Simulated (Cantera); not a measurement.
Input: 1 mol FeS, 760 mol H2, 0.43 mol N2, equilibrated at 0.210 bar.

Cantera equilibrium calculation (NASA polynomials, part measured and part estimated; ideal gas, pure solids and liquids). Candidate condensed phases: Fe, FeS, FeS2, S; 16 gas species. The numbers say what is thermodynamically allowed, not how fast it happens.

x: gas mole fraction; n: condensed amount in mol.

```json
[
 {"T (°C)": "1275", "x H2": "0.998", "x H": "6.71e-5", "x Fe": "1.92e-6", "x H2S": "0.00129", "x N2": "0.000565", "x SH": "1.90e-5", "x S": "1.49e-7", "n Fe(γ)": "0.999", "n Fe(δ)": "0", "n Fe(l)": "0"},
 {"T (°C)": "1325", "x H2": "0.998", "x H": "0.000116", "x Fe": "5.03e-6", "x H2S": "0.00128", "x N2": "0.000565", "x SH": "2.81e-5", "x S": "3.12e-7", "n Fe(γ)": "0.996", "n Fe(δ)": "0", "n Fe(l)": "0"},
 {"T (°C)": "1375", "x H2": "0.998", "x H": "0.000194", "x Fe": "1.24e-5", "x H2S": "0.00127", "x N2": "0.000565", "x SH": "4.05e-5", "x S": "6.23e-7", "n Fe(γ)": "0.991", "n Fe(δ)": "0", "n Fe(l)": "0"},
 {"T (°C)": "1425", "x H2": "0.998", "x H": "(withheld)", "x Fe": "(withheld)", "x H2S": "0.00125", "x N2": "0.000565", "x SH": "(withheld)", "x S": "(withheld)", "n Fe(γ)": "0", "n Fe(δ)": "0.978", "n Fe(l)": "0"},
 {"T (°C)": "1475", "x H2": "0.998", "x H": "0.000498", "x Fe": "6.43e-5", "x H2S": "0.00123", "x N2": "0.000565", "x SH": "7.79e-5", "x S": "2.18e-6", "n Fe(γ)": "0", "n Fe(δ)": "0.951", "n Fe(l)": "0"},
 {"T (°C)": "1525", "x H2": "0.997", "x H": "0.000767", "x Fe": "0.000136", "x H2S": "0.00119", "x N2": "0.000565", "x SH": "0.000104", "x S": "3.83e-6", "n Fe(γ)": "0", "n Fe(δ)": "0.896", "n Fe(l)": "0"},
 {"T (°C)": "1575", "x H2": "0.997", "x H": "0.00116", "x Fe": "0.000271", "x H2S": "0.00116", "x N2": "0.000565", "x SH": "0.000136", "x S": "6.48e-6", "n Fe(γ)": "0", "n Fe(δ)": "0", "n Fe(l)": "0.793"},
 {"T (°C)": "1625", "x H2": "0.996", "x H": "0.00170", "x Fe": "0.000517", "x H2S": "0.00111", "x N2": "0.000565", "x SH": "0.000173", "x S": "1.06e-5", "n Fe(γ)": "0", "n Fe(δ)": "0", "n Fe(l)": "0.606"},
 {"T (°C)": "1675", "x H2": "0.995", "x H": "0.00246", "x Fe": "0.000953", "x H2S": "0.00106", "x N2": "0.000564", "x SH": "0.000215", "x S": "1.66e-5", "n Fe(γ)": "0", "n Fe(δ)": "0", "n Fe(l)": "0.274"},
 {"T (°C)": "1725", "x H2": "0.993", "x H": "0.00349", "x Fe": "0.00131", "x H2S": "0.000997", "x N2": "0.000564", "x SH": "0.000262", "x S": "2.53e-5", "n Fe(γ)": "0", "n Fe(δ)": "0", "n Fe(l)": "0"},
 {"T (°C)": "1775", "x H2": "0.992", "x H": "0.00487", "x Fe": "0.00131", "x H2S": "0.000930", "x N2": "0.000563", "x SH": "0.000311", "x S": "3.72e-5", "n Fe(γ)": "0", "n Fe(δ)": "0", "n Fe(l)": "0"},
 {"T (°C)": "1825", "x H2": "0.990", "x H": "(withheld)", "x Fe": "0.00131", "x H2S": "(withheld)", "x N2": "0.000563", "x SH": "(withheld)", "x S": "(withheld)", "n Fe(γ)": "0", "n Fe(δ)": "0", "n Fe(l)": "0"},
 {"T (°C)": "1875", "x H2": "0.988", "x H": "0.00904", "x Fe": "0.00131", "x H2S": "0.000785", "x N2": "0.000562", "x SH": "0.000412", "x S": "7.32e-5", "n Fe(γ)": "0", "n Fe(δ)": "0", "n Fe(l)": "0"}
]
```

What belongs in the gaps?


- 1825, x H: 0.00668
- 1825, x H2S: 0.000859
- 1825, x SH: 0.000362
- 1825, x S: 5.29e-5
- 1425, x H: 0.000315
- 1425, x Fe: 2.90e-5
- 1425, x SH: 5.69e-5
- 1425, x S: 1.19e-6
